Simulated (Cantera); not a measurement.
**Thermodynamics of abatement and gas-phase synthesis, feed N2O + O2 + N2**

Input: 1 mol N2O, 0.1 mol O2, 0.33 mol N2, held at 1.70 mbar.

Cantera equilibrium calculation (NASA polynomials, part measured and part estimated; ideal gas, pure solids and liquids). Ions and electrons are included (thermal ionisation). Kinetics and transport are ignored.

```json
[
 {"T (°C)": "2227", "x N2": "0.625", "x O": "0.157", "x N": "5.61e-6", "x O2": "0.198", "x NO": "0.0199"},
 {"T (°C)": "2727", "x N2": "0.535", "x O": "0.427", "x N": "0.000247", "x O2": "0.0242", "x NO": "0.0134"},
 {"T (°C)": "3227", "x N2": "0.522", "x O": "0.467", "x N": "0.00388", "x O2": "0.00152", "x NO": "0.00556"},
 {"T (°C)": "3727", "x N2": "0.502", "x O": "0.465", "x N": "0.0305", "x O2": "0.000166", "x NO": "0.00265"},
 {"T (°C)": "4227", "x N2": "0.418", "x O": "0.440", "x N": "0.141", "x O2": "2.66e-5", "x NO": "0.00130"},
 {"T (°C)": "4727", "x N2": "0.231", "x O": "0.382", "x N": "0.386", "x O2": "5.06e-6", "x NO": "0.000535"}
]
```
x: gas mole fraction; nothing condenses.

From 2227 °C to 4727 °C nothing is condensed.
